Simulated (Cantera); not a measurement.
An isothermal, constant-pressure homogeneous reactor starts with 9.09 % NO, 90.9 % N2, at 1800 K and 100.0 Torr.

Model: GRI-Mech 3.0 (53 species, 325 reactions), integrated in Cantera.

x: mole fraction; the columns are a selection and need not sum to one.

```json
[
 {"t (s)": "0.000200", "x NO": "0.0909", "x O2": "3.18e-11", "x N2": "0.909", "x N2O": "5.06e-8", "x O": "5.04e-8", "x NO2": "9.72e-10"},
 {"t (s)": "0.000773", "x NO": "0.0909", "x O2": "4.69e-10", "x N2": "0.909", "x N2O": "1.92e-7", "x O": "1.89e-7", "x NO2": "1.33e-8"},
 {"t (s)": "0.00299", "x NO": "0.0909", "x O2": "(withheld)", "x N2": "0.909", "x N2O": "(withheld)", "x O": "(withheld)", "x NO2": "(withheld)"},
 {"t (s)": "0.0116", "x NO": "0.0909", "x O2": "(withheld)", "x N2": "0.909", "x N2O": "(withheld)", "x O": "(withheld)", "x NO2": "(withheld)"},
 {"t (s)": "0.0447", "x NO": "0.0909", "x O2": "4.20e-6", "x N2": "0.909", "x N2O": "3.26e-6", "x O": "9.47e-6", "x NO2": "4.52e-6"},
 {"t (s)": "0.173", "x NO": "0.0908", "x O2": "4.40e-5", "x N2": "0.909", "x N2O": "3.35e-6", "x O": "1.20e-5", "x NO2": "5.80e-6"},
 {"t (s)": "0.669", "x NO": "0.0905", "x O2": "0.000207", "x N2": "0.909", "x N2O": "3.32e-6", "x O": "1.28e-5", "x NO2": "6.19e-6"},
 {"t (s)": "2.59", "x NO": "0.0892", "x O2": "0.000846", "x N2": "0.910", "x N2O": "3.22e-6", "x O": "1.54e-5", "x NO2": "7.49e-6"},
 {"t (s)": "10.0", "x NO": "0.0841", "x O2": "0.00339", "x N2": "0.912", "x N2O": "2.84e-6", "x O": "2.28e-5", "x NO2": "1.08e-5"}
]
```

What belongs in the gaps?


- 0.00299, x O2: 6.98e-9
- 0.00299, x N2O: 6.83e-7
- 0.00299, x O: 6.93e-7
- 0.00299, x NO2: 1.48e-7
- 0.0116, x O2: 1.37e-7
- 0.0116, x N2O: 1.97e-6
- 0.0116, x O: 2.74e-6
- 0.0116, x NO2: 1.10e-6
